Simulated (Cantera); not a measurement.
A freely propagating, adiabatic, planar premixed flame of H2 : O2 : N2 : H2O = 1 : 0.185 : 0.667 : 0.064 (molar parts), unburnt at 473 K and 1.01 bar; mixture-averaged transport, grid criteria slope 0.08 and curve 0.16, no radiation.

Model: the H2/O2 subset of GRI-Mech 3.0, which has no nitrogen chemistry, integrated in Cantera. Burning velocities carry a grid error of a few per cent, more on coarse grids.

Q: Predict: laminar burning velocity; thermal thickness; peak x(HO2); peak x(H2O2); peak x(OH).

A: 
```
Property                     Value
------------------------  --------
laminar burning velocity  516 cm/s
thermal thickness         0.408 mm
peak x(HO2)               0.000363
peak x(H2O2)               2.64e-5
peak x(OH)                 0.00154
```
